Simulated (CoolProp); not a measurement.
Computed with CoolProp (reference Helmholtz-energy equation of state, Platzer 1990). This equation is an older, rougher fit.

For c-C4F8 (RC318), give the phase and the isothermal compressibility (1/MPa), conductivity (mW/(m K)) at 313.2 K and 1.01 bar.


- 313.2 K and 1.01 bar: gas; isothermal compressibility 10.2, conductivity 13.1

Thermal conductivity comes from a separate model (Huber 2003), an estimate that may be off by 10 % or more.
